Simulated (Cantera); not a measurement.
Standard-state values (1 bar) from the NASA 1993 polynomials, evaluated with Cantera. Values are per mole of reaction as written; species without (g) are pure solids or liquids, kept so even where they would boil at 1 bar.

Question: Between 2000 and 2700 K, where is each reaction favourable under standard conditions?
- 2 NF3(g) + 2 BCl3(g) = 3 Cl2(g) + 2 BN + 3 F2(g)

Answer: 
- 2 NF3(g) + 2 BCl3(g) = 3 Cl2(g) + 2 BN + 3 F2(g): ΔG° is 170 kJ at 2000 K and 35 kJ at 2700 K; it stays positive (K < 1). ΔH° is 552 kJ and ΔS° 191 J/K at 2700 K.
